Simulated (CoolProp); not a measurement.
Vapour-liquid equilibrium of R22 (1) + R115 (2) at 5.51 bar; x and y are mole fractions of (1).

Computed with CoolProp (multi-fluid Helmholtz-energy mixture model, Kamei 1995 and Lemmon 2016; pair parameters Bell 2016).

| x | bubble temperature (K) | y at the bubble point | dew temperature at overall composition x (K) | liquid density (mol/L) |
|---|---|---|---|---|
| 0.05 | 278.1 | 0.101 | ___ | 9.069 |
| 0.2 | 274.4 | 0.287 | ___ | 9.697 |
| 0.35 | 273.0 | 0.402 | 273.5 | 10.38 |
| 0.5 | 272.6 | 0.503 | 272.6 | 11.17 |
| 0.65 | 272.9 | 0.615 | 273.1 | 12.07 |
| 0.8 | 273.9 | 0.755 | 274.3 | ___ |
| 0.95 | ___ | ___ | 275.8 | 14.27 |

Question: Fill in the missing entries.

Answer: 
- 0.05, dew temperature at overall composition x (K): 279.3
- 0.2, dew temperature at overall composition x (K): 276.0
- 0.8, liquid density (mol/L): 13.10
- 0.95, bubble temperature (K): 275.6
- 0.95, y at the bubble point: 0.933

y crosses x between x = 0.5 and 0.65: the model has an azeotrope there.

The pair parameters rest on a limited set of measurements; away from them the model extrapolates.
